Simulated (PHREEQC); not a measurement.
Dissolve 0.26 mol HF and 0.13 mol NaF per kg of water at 20 °C. Closed to the air; pH follows from the charge balance.

Computed with PHREEQC (ion-association model, phreeqc.dat).

Precipitation was switched off in this run.

Q: Order these F species by the share of F that they hold, largest first: NaF, HF, HF2-, F-.

A: HF (52 %), HF2- (28 %), F- (19 %), NaF (0.78 %)

The pH is 2.57 and the ionic strength 0.130 mol/kgw.
